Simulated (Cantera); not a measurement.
An adiabatic, constant-volume homogeneous reactor starts with H2 : O2 : N2 = 1 : 0.333 : 3.17 (molar parts), equivalence ratio 1.5, at 1575 K and 2.10 bar. Integrator tolerance rtol = 1e-08.

Model: the H2/O2 subset of GRI-Mech 3.0, which has no nitrogen chemistry, integrated in Cantera. The hydrogen kinetics of GRI-Mech 3.0 are dated; newer H2 mechanisms differ, most at raised pressure.

Task: How do the results move with these cheaper or finer settings: rtol 1e-08 to 0.01; rtol 1e-08 to 0.0001; rtol 1e-08 to 1e-06?

Result: 
```csv
setting,time of steepest temperature rise,temperature at 0.300 s,equilibrium temperature,x(H2) at 0.300 s,integrator steps
as above,9.07 µs,2731 K,2731 K,0.0781,1221
rtol 1e-08 to 0.01,16.1 µs,2730 K,2731 K,0.0781,208
rtol 1e-08 to 0.0001,9.06 µs,2731 K,2731 K,0.0781,411
rtol 1e-08 to 1e-06,9.07 µs,2731 K,2731 K,0.0781,651
```
